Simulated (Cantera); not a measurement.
An adiabatic, constant-pressure homogeneous reactor starts with 31.6 % H₂, 14.4 % O₂, 54.0 % N₂, equivalence ratio 1.1, at 1350 K and 0.266 atm.

Model: the H2/O2 subset of GRI-Mech 3.0, which has no nitrogen chemistry, integrated in Cantera.

x: mole fraction; the columns are a selection and need not sum to one.

```
t (s)     T (K)    x H₂    x O₂      x H      x O    x HO₂     x OH    x H₂O
--------  -----  ------  ------  -------  -------  -------  -------  -------
2.00e-6    1350   0.316   0.144  2.17e-8  1.68e-9  2.10e-8  1.28e-9  2.39e-9
7.02e-6    1350   0.316   0.144      [?]      [?]      [?]      [?]      [?]
2.46e-5    1350   0.316   0.144  4.36e-6  5.56e-7  3.26e-7  3.82e-7  4.73e-6
8.65e-5    1503  0.0975  0.0521    0.122   0.0200  1.02e-5   0.0118    0.153
0.000304    [?]  0.0734     [?]      [?]   0.0205      [?]      [?]      [?]
0.00107    2561  0.0701  0.0162   0.0406   0.0116  2.59e-6   0.0307    0.240
0.00374    2713  0.0663  0.0132   0.0299  0.00852  3.43e-6   0.0297    0.254
0.0131     2714  0.0663  0.0132   0.0299  0.00851  3.44e-6   0.0297    0.254
0.0461     2714  0.0663  0.0132   0.0299  0.00851  3.44e-6   0.0297    0.254
0.162      2714  0.0663  0.0132   0.0299  0.00851  3.44e-6   0.0297    0.254
0.568      2714  0.0663  0.0132   0.0299  0.00851  3.44e-6   0.0297    0.254
1.99       2714  0.0663  0.0132   0.0299  0.00851  3.44e-6   0.0297    0.254
7.00       2714  0.0663  0.0132   0.0299  0.00851  3.44e-6   0.0297    0.254
```

Task: Fill in the missing entries.

Result: 
- 7.02e-6, x H: 1.21e-7
- 7.02e-6, x O: 1.43e-8
- 7.02e-6, x HO₂: 7.43e-8
- 7.02e-6, x OH: 9.96e-9
- 7.02e-6, x H₂O: 6.27e-8
- 0.000304, T (K): 2103
- 0.000304, x O₂: 0.0246
- 0.000304, x H: 0.0792
- 0.000304, x HO₂: 2.83e-6
- 0.000304, x OH: 0.0266
- 0.000304, x H₂O: 0.207
